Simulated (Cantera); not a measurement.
A perfectly stirred reactor is fed with CH4 : CO : O2 : N2 : H2 = 1 : 0.11 : 4.37 : 12.7 : 0.055 (molar parts), at 9.50 bar; it is adiabatic with a 750 K inlet, and is followed from long to short residence time, starting on the burning branch (τ in s: 0.049, 0.017, 0.0062, 0.0022, 0.00078, 0.00027, 9.7e-05, 3.4e-05, 1.2e-05, 4.3e-06).

Cantera simulation using GRI-Mech 3.0 (53 species, 325 reactions); the numbers are that mechanism's predictions, not measurements.

One state of this run: T (K) = 1924; x CH4 = 0.000341; x CO = 0.00712; x O2 = 0.129; x OH = 0.00273; x HCN = 4.71e-8; x H2O2 = 1.05e-6; x HCO = 1.30e-6. x: mole fraction; the columns are a selection and need not sum to one.

Problem. Which value of τ (s) does it belong to?
A. 9.7e-5
B. 3.4e-5
C. 0.0022
D. 0.017

Solution. A, 9.7e-5
